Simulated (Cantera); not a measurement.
Feed: 1 mol FeS, 0.42 mol H2S, 0.19 mol H2O, equilibrated at 75.0 Torr.

Method: chemical equilibrium by Gibbs-energy minimisation in Cantera with the NASA 1993 tables (ideal gas, pure condensed phases). Candidate condensed phases: Fe, FeO, Fe(OH)2, Fe(OH)3, FeS, FeSO4, FeS2, Fe2O3, Fe2(SO4)3, Fe3O4, H2O, H2SO4, S; 22 gas species. FeS: taken at fixed stoichiometry. Kinetics and transport are ignored.

### Question
At 1573 K, list the 6 most abundant gas species with their mole fractions, and the condensed phases.

### Answer
H2 0.404, H2O 0.244, S2 0.196, H2S 0.147, SH 0.00601, SO2 0.00184. Condensed: FeS(l).
